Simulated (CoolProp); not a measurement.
Saturation properties of C3F8 (R218) (Tc = 345.0 K, pc = 26.40 bar, ω = 0.317).

The numbers come from the reference Helmholtz-energy equation of state, Lemmon 2006 in CoolProp. It is a short technical equation, of lower accuracy than the large ones.

```
T (K)  p (bar)  vapour density (kg/m³)  liquid cp (kJ/(kg K))
-----  -------  ----------------------  ---------------------
255.4    2.226                   21.67                  1.021
260.4    2.678                   25.92                  1.035
265.5    3.207                   30.90                  1.049
270.5    3.800                   36.52                  1.064
275.6    4.485                   43.08                  1.081
280.6    5.242                   50.45                  1.098
285.7    6.110                   59.04                  1.118
290.7    7.060                   68.68                  1.139
295.8    8.138                   79.96                  1.163
```

It boils at 236.4 K under 1 atm.
